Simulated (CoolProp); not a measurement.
Vapour-liquid equilibrium of C2F6 (R116) (1) + propylene (2) at 237 K; x and y are mole fractions of (1).

Model: multi-fluid Helmholtz-energy mixture model, Lemmon 2006 and Lemmon 2013; pair parameters Bell 2016, in CoolProp.

```json
[
 {"x": "0.05", "bubble pressure, mixture model (MPa)": "0.3237", "bubble pressure, Raoult's law (MPa)": "0.1886", "y, mixture model": "0.489", "y, Raoult's law": "0.164"},
 {"x": "0.2", "bubble pressure, mixture model (MPa)": "0.5339", "bubble pressure, Raoult's law (MPa)": "0.2566", "y, mixture model": "0.701", "y, Raoult's law": "0.483"},
 {"x": "0.35", "bubble pressure, mixture model (MPa)": "0.5820", "bubble pressure, Raoult's law (MPa)": "0.3246", "y, mixture model": "0.734", "y, Raoult's law": "0.668"},
 {"x": "0.5", "bubble pressure, mixture model (MPa)": "0.5986", "bubble pressure, Raoult's law (MPa)": "0.3926", "y, mixture model": "0.749", "y, Raoult's law": "0.789"},
 {"x": "0.65", "bubble pressure, mixture model (MPa)": "0.6159", "bubble pressure, Raoult's law (MPa)": "0.4606", "y, mixture model": "0.773", "y, Raoult's law": "0.874"},
 {"x": "0.8", "bubble pressure, mixture model (MPa)": "0.6323", "bubble pressure, Raoult's law (MPa)": "0.5286", "y, mixture model": "0.828", "y, Raoult's law": "0.937"},
 {"x": "0.95", "bubble pressure, mixture model (MPa)": "0.6298", "bubble pressure, Raoult's law (MPa)": "0.5966", "y, mixture model": "0.940", "y, Raoult's law": "0.986"}
]
```

The largest gap from Raoult's law is +108.1 % in bubble pressure, at x = 0.2. y crosses x between x = 0.8 and 0.95: the model has an azeotrope there.

The pair parameters rest on a limited set of measurements; away from them the model extrapolates. With so large a gap from Raoult's law the liquid may split in two, which this calculation doesn't test in full.
